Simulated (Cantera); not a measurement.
Input (Python, Cantera) and output of one run.

```python
import numpy as np
import cantera as ct

gas_names = """
    CL CL2 H HCL H2 N NH NH2 NH3 N2 N2H2 N2H4 Si SiCL SiCL2 SiCL3 SiCL4 SiH SiHCL3 SiH2 SiH2CL2 SiH3
    SiH3CL SiH4 SiN Si2 Si2N Si3
""".split()
cond_names = """
    NH4CL(a) NH4CL(b) Si(cr) Si(L) Si3N4(a)
""".split()


def load(file, names, dense=False):
    # The tables refer to 1 bar. Condensed volumes are neglected.
    table = {s.name: s for s in ct.Species.list_from_file(file)}
    out = []
    for n in names:
        d = dict(table[n].input_data)
        d["thermo"] = dict(d["thermo"], **{"reference-pressure": 1e5})
        if dense:
            d["equation-of-state"] = {"model": "constant-volume", "density": "1e6 g/cm^3"}
        out.append(ct.Species.from_dict(d))
    return out


gas = ct.Solution(thermo="ideal-gas", species=load("nasa_gas.yaml", gas_names))
cond = {s.name: ct.Solution(thermo="fixed-stoichiometry", species=[s], name=s.name)
        for s in load("nasa_condensed.yaml", cond_names, dense=True)}
atoms = {
    'Si3H8': {'Si': 3, 'H': 8},
    'Cl2': {'CL': 2},
    'N2': {'N': 2},
}
top_T = {'Si3N4(a)': 2400}  # K; cautious upper limits of use, not melting points


def equilibrate(T, P, feed):
    n = {}
    for name, mol in feed.items():
        for a, k in atoms[name].items():
            n[a] = n.get(a, 0.0) + k * mol
    gas.TPX = T, P, n
    mass = sum(n.values()) * gas.mean_molecular_weight
    gas.equilibrate("TP")
    valid = [c for c in cond.values() if c.min_temp <= T <= top_T.get(c.name, c.max_temp)]
    mix = ct.Mixture([(gas, mass / gas.mean_molecular_weight)] + [(c, 0.0) for c in valid])
    mix.T, mix.P = T, P
    mix.equilibrate("TP", solver="vcs", rtol=1e-11, max_steps=5000)
    return mix


results = []
T = 1248.15  # K
P = 101325  # Pa
for m in [8, 26, 44, 62, 81, 99, 120, 140, 150, 170, 190]:
    feed = {'Si3H8': 1, 'Cl2': 0.078, 'N2': m}  # mol
    mix = equilibrate(T, P, feed)
    results.append((T, P, feed, dict(zip(mix.species_names, mix.species_moles))))
    x = sorted(zip(gas.X, gas.species_names), reverse=True)
    print(f"T = {T:g} K  P = {P:g} Pa  n(N2) = {m:g} mol  gas = {mix.phase_moles(0):.4g} mol")
    print("   x: " + "  ".join(f"{s} {v:.3e}" for v, s in x if v > 1e-06))
    print("   condensed (mol): " + ("  ".join(f"{mix.phase(i).name} {mix.phase_moles(i):.4g}"
          for i in range(1, mix.n_phases) if mix.phase_moles(i) > 1e-12) or "none"))
```

It prints:

```
T = 1248.15 K  P = 101325 Pa  n(N2) = 8 mol  gas = 10.08 mol
   x: N2 5.954e-01  H2 3.891e-01  HCL 1.548e-02  NH3 2.921e-05
   condensed (mol): Si3N4(a) 1
T = 1248.15 K  P = 101325 Pa  n(N2) = 26 mol  gas = 28.08 mol
   x: N2 8.548e-01  H2 1.397e-01  HCL 5.556e-03  NH3 7.526e-06
   condensed (mol): Si3N4(a) 1
T = 1248.15 K  P = 101325 Pa  n(N2) = 44 mol  gas = 46.08 mol
   x: N2 9.115e-01  H2 8.511e-02  HCL 3.386e-03  NH3 3.697e-06
   condensed (mol): Si3N4(a) 1
T = 1248.15 K  P = 101325 Pa  n(N2) = 62 mol  gas = 64.08 mol
   x: N2 9.364e-01  H2 6.120e-02  HCL 2.435e-03  NH3 2.285e-06
   condensed (mol): Si3N4(a) 1
T = 1248.15 K  P = 101325 Pa  n(N2) = 81 mol  gas = 83.08 mol
   x: N2 9.509e-01  H2 4.721e-02  HCL 1.878e-03  NH3 1.560e-06
   condensed (mol): Si3N4(a) 1
T = 1248.15 K  P = 101325 Pa  n(N2) = 99 mol  gas = 101.1 mol
   x: N2 9.597e-01  H2 3.880e-02  HCL 1.543e-03  NH3 1.168e-06
   condensed (mol): Si3N4(a) 1
T = 1248.15 K  P = 101325 Pa  n(N2) = 120 mol  gas = 122.1 mol
   x: N2 9.666e-01  H2 3.213e-02  HCL 1.278e-03
   condensed (mol): Si3N4(a) 1
T = 1248.15 K  P = 101325 Pa  n(N2) = 140 mol  gas = 142.1 mol
   x: N2 9.713e-01  H2 2.760e-02  HCL 1.098e-03
   condensed (mol): Si3N4(a) 1
T = 1248.15 K  P = 101325 Pa  n(N2) = 150 mol  gas = 152.1 mol
   x: N2 9.732e-01  H2 2.579e-02  HCL 1.026e-03
   condensed (mol): Si3N4(a) 1
T = 1248.15 K  P = 101325 Pa  n(N2) = 170 mol  gas = 172.1 mol
   x: N2 9.763e-01  H2 2.279e-02  HCL 9.066e-04
   condensed (mol): Si3N4(a) 1
T = 1248.15 K  P = 101325 Pa  n(N2) = 190 mol  gas = 192.1 mol
   x: N2 9.788e-01  H2 2.042e-02  HCL 8.122e-04
   condensed (mol): Si3N4(a) 1
```

Equilibrium computed with Cantera from the NASA thermochemical tables; the gas is ideal and each condensed phase is pure. The feed counts by its element totals alone. N2 is the only nitrogen source here; it is nearly inert below about 1500 K, so the nitride shown seldom forms there in practice.
